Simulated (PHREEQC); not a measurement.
A solution holds 0.0067 mol KHCO3, 0.68 mol Na2SO4 and 0.073 mol KCl per kg of water, at 25 °C. Closed to the air; pH follows from the charge balance.

All values are PHREEQC results (ion-association model, wateq4f.dat), not measurements.

No solid was allowed to form.

Task: Order these S species by the share of S that they hold, largest first: SO4-2, NaSO4-, KSO4-.

Result: SO4-2 (54 %), NaSO4- (43 %), KSO4- (2.7 %)

The pH is 7.54 and the ionic strength 1.49 mol/kgw. The ionic strength is past about 0.7 mol/kgw, beyond the range of this activity model, so the values are rough.
